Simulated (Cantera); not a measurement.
Cantera run:

```python
import numpy as np
import cantera as ct

gas_names = [...]  # 114 gases of nasa_gas.yaml made of C, Fe, H, O
cond_names = """
    C(gr) C6H6(L) C7H8(L) C8H18(L),n-octa Fe(a) Fe(c) Fe(d) Fe(L) FeC5O5(L) FeO(s) FeO(L) Fe(OH)2(s)
    Fe(OH)3(s) Fe2O3(s) Fe3O4(s) H2O(s) H2O(L)
""".split()


# ... load() reads the species with a 1 bar reference pressure and builds the phases ...
atoms = {
    'Fe2O3': {'Fe': 2, 'O': 3},
    'CH4': {'C': 1, 'H': 4},
    'H2': {'H': 2},
    'CO': {'C': 1, 'O': 1},
}
top_T = {'C(gr)': 4500, 'Fe2O3(s)': 1830, 'Fe3O4(s)': 1870}  # K; cautious upper limits of use, not melting points


# ... equilibrate(T, P, feed) seeds the gas with the atoms and calls Mixture.equilibrate('TP', solver="vcs", rtol=1e-11, max_steps=5000) ...
results = []
feed = {'Fe2O3': 1, 'CH4': 4.2, 'H2': 2.6, 'CO': 0.65}  # mol
T = 2525  # K
P = 41000  # Pa
mix = equilibrate(T, P, feed)
results.append((T, P, feed, dict(zip(mix.species_names, mix.species_moles))))
print(gas.report(threshold=0.001))
for i in range(1, mix.n_phases):
    print(f"{mix.phase(i).name:16s} {mix.phase_moles(i):12.5e} mol")
```

Result:

```
       temperature   2525 K
          pressure   41000 Pa
           density   0.024857 kg/m^3
  mean mol. weight   12.728 kg/kmol
   phase of matter   gas

                          1 kg             1 kmol
                     ---------------   ---------------
          enthalpy        7.2406e+06        9.2157e+07  J
   internal energy        5.5911e+06        7.1163e+07  J
           entropy             18137        2.3085e+05  J/K
    Gibbs function       -3.8556e+07       -4.9074e+08  J
 heat capacity c_p            2743.6             34920  J/K
 heat capacity c_v            2090.4             26606  J/K

                      mass frac. Y      mole frac. X     chem. pot. / RT
                     ---------------   ---------------   ---------------
                CO           0.49008            0.2227           -36.181
    C2H2,acetylene          0.015859         0.0077521            -28.15
                Fe            0.3887           0.08859           -8.8562
                 H          0.002786          0.035179           -10.789
                H2           0.10227           0.64565           -21.577
     [ +109 minor]        0.00030848        0.00013647

C(gr)             9.41040e-01 mol
Fe(L)             5.48019e-01 mol
FeC5O5(L)         0.00000e+00 mol
FeO(L)            0.00000e+00 mol
```

Method: chemical equilibrium by Gibbs-energy minimisation in Cantera with the NASA 1993 tables (ideal gas, pure condensed phases). Iron dissolves carbon and melts from about 1420 K in contact with it, which pure phases cannot show. Condensed phases not in the tables: cementite and carbon dissolved in iron.
